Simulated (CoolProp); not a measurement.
Values from CoolProp's reference Helmholtz-energy equation of state, Lemmon 2006. It is a short technical equation, of lower accuracy than the large ones.

For C2F6 (R116), give the phase and the Z, cv (kJ/(kg K)), Joule-Thomson coefficient (K/MPa), expansivity (1/kK) at 44.05 °C and 1.12 MPa; 44.05 °C and 7.62 MPa.


- 44.05 °C and 1.12 MPa: gas; Z 0.900, cv 0.754, Joule-Thomson coefficient 7.79, expansivity 4.52
- 44.05 °C and 7.62 MPa: supercritical; Z 0.424, cv 0.805, Joule-Thomson coefficient 1.67, expansivity 10.0
